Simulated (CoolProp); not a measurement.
Vapour-liquid equilibrium of toluene (1) + m-xylene (2) at 506.3 K; x and y are mole fractions of (1).

Computed with CoolProp (multi-fluid Helmholtz-energy mixture model, Lemmon 2006 and Zhou 2012; pair parameters Bell 2016).

| x | bubble pressure, mixture model (MPa) | bubble pressure, Raoult's law (MPa) | y, mixture model | y, Raoult's law |
|---|---|---|---|---|
| 0.05 | 0.7758 | 0.7760 | 0.077 | 0.084 |
| 0.15 | 0.8323 | 0.8310 | ___ | 0.234 |
| 0.25 | 0.8900 | 0.8860 | 0.345 | 0.366 |
| 0.35 | 0.9482 | 0.9410 | 0.458 | 0.483 |
| 0.45 | 1.006 | 0.9960 | ___ | 0.587 |
| 0.55 | ___ | 1.051 | 0.652 | 0.680 |
| 0.65 | ___ | 1.106 | 0.736 | 0.763 |
| 0.75 | 1.171 | 1.161 | 0.815 | 0.839 |
| 0.85 | 1.224 | 1.216 | 0.890 | 0.908 |
| 0.95 | 1.274 | 1.271 | 0.963 | 0.971 |

**Question.** Fill in the missing entries.

**Answer.** 
- 0.15, y, mixture model: 0.219
- 0.45, y, mixture model: 0.560
- 0.55, bubble pressure, mixture model (MPa): 1.062
- 0.65, bubble pressure, mixture model (MPa): 1.118

The largest gap from Raoult's law is +1.0 % in bubble pressure, at x = 0.55. No azeotrope shows between x = 0.05 and 0.95.

The pair parameters rest on a limited set of measurements; away from them the model extrapolates.
